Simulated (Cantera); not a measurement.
An adiabatic, constant-pressure homogeneous reactor starts with 2.23 % C3H8, 19.2 % O2, 78.6 % N2, equivalence ratio 0.58, at 1225 K and 1.90 bar.

Detailed kinetics in Cantera: GRI-Mech 3.0 (53 species, 325 reactions). GRI-Mech 3.0 was tuned for natural gas; its chemistry of propane as a main component is partial and can be far from experiment.

One state of this run: T (K) = 1225; x C3H8 = 0.0220; x O2 = 0.192; x NO = <1e-12; x HO2 = 8.46e-6; x H2 = 3.97e-5; x HCO = 5.51e-10; x CH2O = 7.61e-5. x: mole fraction; the columns are a selection and need not sum to one.

### Question
Which value of t (s) does it belong to?
(A) 8.00e-6
(B) 7.67e-5
(C) 0.000734
(D) 0.000237

### Answer
D, 0.000237
